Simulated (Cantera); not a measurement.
An isothermal, constant-pressure homogeneous reactor starts with CO : O2 : H2O : N2 = 0.0012 : 0.02 : 0.096 : 1 (molar parts), equivalence ratio 0.030, at 1325 K and 110000 Pa. Integrator tolerance rtol = 1e-08.

Computed with Cantera and GRI-Mech 3.0 (53 species, 325 reactions).

### Question
What does this change do: pressure from 110000 Pa to 16000 Pa?

### Answer
```tsv
quantity	before	after
x(CO) at 40.0 s	1.96e-9 (gas-phase equilibrium 1.96e-9)	5.13e-9 (gas-phase equilibrium 5.14e-9)
x(O2) at 40.0 s	0.0174 (gas-phase equilibrium 0.0173)	0.0174 (gas-phase equilibrium 0.0173)
x(H2O) at 40.0 s	0.0860 (gas-phase equilibrium 0.0860)	0.0860 (gas-phase equilibrium 0.0860)
x(NO) at 40.0 s	5.07e-9 (gas-phase equilibrium 0.000143)	8.81e-9 (gas-phase equilibrium 0.000143)
x(H) at 40.0 s	4.55e-10 (gas-phase equilibrium 4.55e-10)	1.93e-9 (gas-phase equilibrium 1.93e-9)
x(H2O2) at 40.0 s	7.87e-10 (gas-phase equilibrium 7.85e-10)	3.00e-10 (gas-phase equilibrium 2.99e-10)
x(OH) at 40.0 s	6.79e-6 (gas-phase equilibrium 6.79e-6)	1.10e-5 (gas-phase equilibrium 1.10e-5)
```

### Question
What does this change do: temperature 1325 to 1300 K?

### Answer
```
quantity                                              before                                      after
-----------------  -----------------------------------------  -----------------------------------------
x(CO) at 40.0 s      1.96e-9 (gas-phase equilibrium 1.96e-9)    1.20e-9 (gas-phase equilibrium 1.20e-9)
x(O2) at 40.0 s        0.0174 (gas-phase equilibrium 0.0173)      0.0174 (gas-phase equilibrium 0.0173)
x(H2O) at 40.0 s       0.0860 (gas-phase equilibrium 0.0860)      0.0860 (gas-phase equilibrium 0.0860)
x(NO) at 40.0 s     5.07e-9 (gas-phase equilibrium 0.000143)   3.04e-9 (gas-phase equilibrium 0.000122)
x(H) at 40.0 s     4.55e-10 (gas-phase equilibrium 4.55e-10)  2.48e-10 (gas-phase equilibrium 2.48e-10)
x(H2O2) at 40.0 s  7.87e-10 (gas-phase equilibrium 7.85e-10)  6.52e-10 (gas-phase equilibrium 6.51e-10)
x(OH) at 40.0 s      6.79e-6 (gas-phase equilibrium 6.79e-6)    5.11e-6 (gas-phase equilibrium 5.11e-6)
```
